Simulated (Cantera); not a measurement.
Input: 1 mol B, 3.3 mol H2O, 9.2 mol H2, held at 950 °C and 0.100 bar.

These are equilibrium values from Cantera (NASA tables, ideal gas, pure condensed phases), not measurements of a reactor. Candidate condensed phases: B, B2O3, B3O3H3, H2O; 23 gas species. Gases not in the tables: H3BO3. Kinetics and transport are ignored.

Base state: H2 0.855, H2O 0.143, HBO2 0.00137, (HBO2)3 0.000183 (mole fractions); condensed: B2O3(l).

Task: What changes in the equilibrium state with this change: B replaced by BF3?

Result: 
```json
[
 {"species": "H2", "before": "0.855", "after": "0.664"},
 {"species": "H2O", "before": "0.143", "after": "0.172"},
 {"species": "HF", "before": "0", "after": "0.130"},
 {"species": "BF3", "before": "0", "after": "0.0243"},
 {"species": "BOF", "before": "0", "after": "0.00392"},
 {"species": "B3O3F3", "before": "0", "after": "0.00323"},
 {"species": "BHF2", "before": "0", "after": "1.03e-5"},
 {"species": "(HBO2)3", "before": "0.000183", "after": "0.000242"},
 {"species": "HBO2", "before": "0.00137", "after": "0.00151"},
 {"species": "B2O3(l), mol", "before": "0.488", "after": "0.222"}
]
```
